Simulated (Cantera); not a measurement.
An isothermal, constant-pressure homogeneous reactor starts with 11.4 % C3H8, 83.3 % H2, 5.25 % N2, at 1950 K and 0.350 bar.

Cantera simulation using GRI-Mech 3.0 (53 species, 325 reactions); the numbers are that mechanism's predictions, not measurements. GRI-Mech 3.0 was tuned for natural gas; its chemistry of propane as a main component is partial and can be far from experiment. GRI-Mech 3.0 stops at C3 and has no aromatics, soot or wall deposition, so with more carbon than oxygen in the feed, carbon stays in small species such as C2H2 where larger ones or solid carbon would form.

x: mole fraction; the columns are a selection and need not sum to one.

```csv
t (s),x C3H8,x H2,x C2H4,x CH3,x C2H2,x CH4
0.000200,8.01e-8,0.763,0.00263,___,0.0864,0.0995
0.000500,5.54e-8,0.772,0.00134,___,0.0924,0.0869
0.00125,2.52e-8,0.787,0.000895,___,0.101,0.0657
0.00313,6.21e-9,0.804,0.000529,___,0.111,0.0401
0.00783,8.28e-10,0.818,0.000368,___,0.119,0.0197
0.0196,8.24e-11,0.826,0.000331,___,0.124,0.00852
0.0490,1.24e-11,0.829,0.000327,___,0.126,0.00373
0.123,5.01e-12,0.830,0.000328,___,0.126,0.00217
0.306,4.30e-12,0.830,0.000328,8.28e-5,0.126,0.00195
0.766,4.30e-12,0.830,0.000328,8.27e-5,0.126,0.00195
1.92,4.30e-12,0.830,0.000328,8.27e-5,0.126,0.00195
4.80,4.30e-12,0.830,0.000328,8.27e-5,0.126,0.00195
12.0,4.29e-12,0.830,0.000328,8.27e-5,0.126,0.00195
30.0,4.29e-12,0.830,0.000327,8.27e-5,0.126,0.00195
```

Question: Some entries are withheld; supply them.

Answer: 
- 0.000200, x CH3: 0.00356
- 0.000500, x CH3: 0.00318
- 0.00125, x CH3: 0.00246
- 0.00313, x CH3: 0.00156
- 0.00783, x CH3: 0.000801
- 0.0196, x CH3: 0.000356
- 0.0490, x CH3: 0.000158
- 0.123, x CH3: 9.21e-5
